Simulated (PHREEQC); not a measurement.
A solution holds 35 mmol/kgw HF and 0.046 mmol/kgw NH4HF2, at 20 °C. Closed to the air; pH follows from the charge balance.

Equilibrium calculation in PHREEQC: ion-association model, phreeqc.dat.

```json
[
 {"quantity": "pH", "before": "2.31", "after": "4.39"},
 {"quantity": "ionic strength (mol/kgw)", "before": "0.00526", "after": "8.72e-5"},
 {"quantity": "HF (mol/kgw)", "before": "0.0293", "after": "4.82e-6"},
 {"quantity": "F- (mol/kgw)", "before": "0.00475", "after": "8.72e-5"},
 {"quantity": "HF2- (mol/kgw)", "before": "0.000513", "after": "1.55e-9"}
]
```

Q: Which change was made?
(A) NH4HF2 from 4.6e-05 to 0.00023 mol/kgw
(B) 0.0029 mol/kgw H2SO4 added
(C) 0.00035 mol/kgw CO2 added
(D) NH4HF2 replaced by NaHF2 at the same molality
(E) HF left out

A: E, HF left out

Precipitation was switched off in this run.
